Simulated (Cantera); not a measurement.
Feed: 1 mol SiHCl3, 460 mol H2, at 1330 Pa.

These are equilibrium values from Cantera (NASA tables, ideal gas, pure condensed phases), not measurements of a reactor. Candidate condensed phases: Si; 19 gas species. Rates play no part. All values below are at 1125 °C.

Base state: H2 0.994, HCl 0.00626, SiCl2 0.000116, H 4.08e-5 (mole fractions); condensed: Si(s).

### Question
What changes in the equilibrium state with this change: SiHCl3 replaced by Si3H8?

### Answer
```tsv
species	before	after
H2	0.994	1.000
H	4.08e-5	4.10e-5
HCl	0.00626	0
SiCl2	0.000116	0
Si(s), mol	0.946	3.00
```
The feed counts by its element totals alone.
